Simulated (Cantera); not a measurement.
A closed system holds: 1 mol CF4, 0.1 mol CH4, 2.1 mol H2, 0.015 mol F2, at 1.00 bar.

Cantera equilibrium calculation (NASA polynomials, part measured and part estimated; ideal gas, pure solids and liquids). Candidate condensed phases: C, C6H6, C7H8, C8H18; 95 gas species. Equilibrium is a limit: real reactors are often held back by kinetics, nucleation or transport. All values below are at 1900 K.

Base state: HF 0.934, H2 0.0659, H 0.000204, C2H2 (acetylene) 2.52e-5 (mole fractions); condensed: C(graphite).

Question: What changes in the equilibrium state with this change: H2 from 2.1 to 0.76 mol?

Answer: 
```json
[
 {"species": "HF", "before": "0.934", "after": "0.783"},
 {"species": "CF4", "before": "<1e-9", "after": "0.214"},
 {"species": "CF2", "before": "1.63e-8", "after": "0.00215"},
 {"species": "H2", "before": "0.0659", "after": "3.50e-7"},
 {"species": "CF3", "before": "<1e-9", "after": "0.000448"},
 {"species": "CHF3", "before": "<1e-9", "after": "3.34e-5"},
 {"species": "C2H2 (acetylene)", "before": "2.52e-5", "after": "<1e-9"},
 {"species": "C(graphite), mol", "before": "1.10", "after": "0.570"}
]
```
Gases not in the tables: C2F6 and larger saturated fluorocarbons.
